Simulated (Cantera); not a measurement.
Charge: 1 mol Ca(OH)2, 0.19 mol H2, 0.53 mol H2O, at 575 °C.

These are equilibrium values from Cantera (NASA tables, ideal gas, pure condensed phases), not measurements of a reactor. Candidate condensed phases: Ca, CaO, Ca(OH)2, H2O; 14 gas species. Rates play no part.

### Question
Which condensed phases are stable at each of these points (P (Pa)): 10, 36, 130, 460, 1700, 6000, 22000, 77000, 280000, 1000000?

### Answer
```json
[
 {"P (Pa)": "10", "condensed phases": "CaO(s)", "Ca condensed (%)": "100.0"},
 {"P (Pa)": "36", "condensed phases": "CaO(s)", "Ca condensed (%)": "100.0"},
 {"P (Pa)": "130", "condensed phases": "CaO(s)", "Ca condensed (%)": "100.0"},
 {"P (Pa)": "460", "condensed phases": "CaO(s)", "Ca condensed (%)": "100.0"},
 {"P (Pa)": "1700", "condensed phases": "CaO(s)", "Ca condensed (%)": "100.0"},
 {"P (Pa)": "6000", "condensed phases": "CaO(s)", "Ca condensed (%)": "100.0"},
 {"P (Pa)": "22000", "condensed phases": "CaO(s)", "Ca condensed (%)": "100.0"},
 {"P (Pa)": "77000", "condensed phases": "CaO(s)", "Ca condensed (%)": "100.0"},
 {"P (Pa)": "280000", "condensed phases": "CaO(s)", "Ca condensed (%)": "100.0"},
 {"P (Pa)": "1000000", "condensed phases": "Ca(OH)2(s)", "Ca condensed (%)": "100.0"}
]
```

From 10.0 Pa to 280000 Pa the condensed part is CaO(s). At 1000000 Pa the condensed part is Ca(OH)2(s).
